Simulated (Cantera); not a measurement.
Mixture: C₃H₈ : O₂ : N₂ : CO₂ = 1 : 2.63 : 9.89 : 0.58 (molar parts), at 7500 Torr, adiabatic and at constant volume. Ignition delay is the time to a rise of 400 K.

Detailed kinetics in Cantera: GRI-Mech 3.0 (53 species, 325 reactions). GRI-Mech 3.0 was tuned for natural gas; its chemistry of propane as a main component is partial and can be far from experiment.

**Question.** At T0 = 1350 K, what is the delay, and which 8 reactions control it most (d ln τ / d ln k, from doubling and halving each rate constant)?

**Answer.** The delay is 0.136 ms.
```csv
reaction,d ln τ / d ln k,faster rate
C2H5 + CH3 (+M) <=> C3H8 (+M),-0.58,shortens it
2 CH3 (+M) <=> C2H6 (+M),0.29,lengthens it
CH3 + HO2 <=> CH3O + OH,-0.25,shortens it
C3H8 + H <=> C3H7 + H2,0.24,lengthens it
CH3O + O2 <=> CH2O + HO2,-0.20,shortens it
C3H8 + OH <=> C3H7 + H2O,0.20,lengthens it
CH2O + H (+M) <=> CH3O (+M),0.19,lengthens it
H + O2 <=> O + OH,-0.14,shortens it
```
